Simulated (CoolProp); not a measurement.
Vapour-liquid equilibrium of ethane (1) + hydrogen sulfide (2) at 232.4 K; x and y are mole fractions of (1).

Values from CoolProp's multi-fluid Helmholtz-energy mixture model, Bücker 2006 and Lemmon 2006; pair parameters Kunz 2012.

```csv
x,"bubble pressure, mixture model (bar)","bubble pressure, Raoult's law (bar)","y, mixture model","y, Raoult's law"
0.05,3.889,2.743,0.374,0.138
0.2,5.977,3.507,0.620,0.433
0.35,6.706,4.272,0.681,0.621
0.5,7.082,5.036,0.718,0.753
0.65,7.383,5.801,0.762,0.850
0.8,7.616,6.566,0.830,0.924
0.95,7.654,7.330,0.945,0.983
```

The largest gap from Raoult's law is +70.4 % in bubble pressure, at x = 0.2. y crosses x between x = 0.8 and 0.95: the model has an azeotrope there.

Pair parameters are fitted to limited data, so mixtures are less certain than the pure fluids. With so large a gap from Raoult's law the liquid may split in two, which this calculation doesn't test in full.
